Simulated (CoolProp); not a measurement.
Vapour-liquid equilibrium of cyclohexane (1) + toluene (2) at 410.1 K; x and y are mole fractions of (1).

The numbers come from the multi-fluid Helmholtz-energy mixture model, Zhou 2014 and Lemmon 2006; pair parameters Bell 2016 in CoolProp.

Problem. Give the bubble pressure and the first vapour's composition at x = 0.5, 0.65, 0.95. Is there an azeotrope?

Solution. x = 0.5: 331.0 kPa, y = 0.662; x = 0.65: 361.0 kPa, y = 0.771; x = 0.95: 413.9 kPa, y = 0.967. No azeotrope shows between x = 0.05 and 0.95.

Pair parameters are fitted to limited data, so mixtures are less certain than the pure fluids.
